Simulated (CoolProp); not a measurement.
Vapour-liquid equilibrium of R13 (1) + R11 (2) at 264.4 K; x and y are mole fractions of (1).

Computed with CoolProp (multi-fluid Helmholtz-energy mixture model, Platzer 1990 and Jacobsen 1992; pair parameters Bell 2016). This equation is an older, rougher fit; its heat capacities, sound speeds and derivatives of the liquid may be far off and weren't checked against measurements.

Problem. Give the bubble pressure and the first vapour's composition at x = 0.35, 0.65, 0.8. Is there an azeotrope?

Solution. x = 0.35: 685.6 kPa, y = 0.963; x = 0.65: 1060 kPa, y = 0.981; x = 0.8: 1241 kPa, y = 0.987. No azeotrope shows between x = 0.05 and 0.95.

The pair parameters rest on a limited set of measurements; away from them the model extrapolates. The gap from Raoult's law changes sign with composition, which may be real or a fault of the pair parameters; it wasn't checked against measurements.
